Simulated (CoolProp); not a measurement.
Model: reference Helmholtz-energy equation of state, Thol 2017, in CoolProp.

Task: For octamethyltrisiloxane (MDM), give the phase and the density (kg/m³), cv (kJ/(kg K)), Joule-Thomson coefficient (K/MPa), isothermal compressibility (1/MPa) at 214.35 °C and 2.93 MPa; -65.65 °C and 0.709 MPa; 252.25 °C and 6.03 MPa.

Result: 
- 214.35 °C and 2.93 MPa: liquid; density 610, cv 1.94, Joule-Thomson coefficient 0.0669, isothermal compressibility 0.0127
- -65.65 °C and 0.709 MPa: liquid; density 905, cv 1.34, Joule-Thomson coefficient -0.523, isothermal compressibility 0.000874
- 252.25 °C and 6.03 MPa: liquid; density 586, cv 2.02, Joule-Thomson coefficient 0.0792, isothermal compressibility 0.0139
